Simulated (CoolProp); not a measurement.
Hexamethyldisiloxane (MM) along the isobar 431 kPa: fugacity coefficient from the reference equation and from simpler models built on Tc = 245.6 °C, pc = 1931 kPa, ω = 0.418; each cubic takes its own stable root.

Values from CoolProp's reference Helmholtz-energy equation of state, Thol 2016.

```tsv
T (°C)	phase	reference	van der Waals	Redlich-Kwong	Soave-Redlich-Kwong	Peng-Robinson
112.45	liquid	0.3108	0.8669	0.5756	0.3156	0.3120
117.45	liquid	0.3517	0.8709	0.6290	0.3577	0.3531
122.45	liquid	0.3963	0.8746	0.6852	0.4036	0.3979
127.45	liquid	0.4445	0.8783	0.7440	0.4535	0.4465
132.45	liquid	0.4966	0.8817	0.8054	0.5073	0.4990
137.45	liquid	0.5526	0.8851	0.8547	0.5652	0.5555
142.45	liquid	0.6125	0.8883	0.8595	0.6273	0.6159
147.45	liquid	0.6764	0.8914	0.8641	0.6935	0.6805
152.45	liquid	0.7444	0.8943	0.8686	0.7638	0.7490
157.45	liquid	0.8163	0.8972	0.8728	0.8383	0.8216
162.45	gas	0.8542	0.8999	0.8768	0.8629	0.8544
167.45	gas	0.8600	0.9026	0.8807	0.8679	0.8595
172.45	gas	0.8656	0.9051	0.8844	0.8728	0.8643
177.45	gas	0.8708	0.9076	0.8880	0.8774	0.8690
182.45	gas	0.8758	0.9100	0.8914	0.8819	0.8735
```

At some of these states van der Waals, Redlich-Kwong gives the other phase, because its saturation line lies elsewhere.
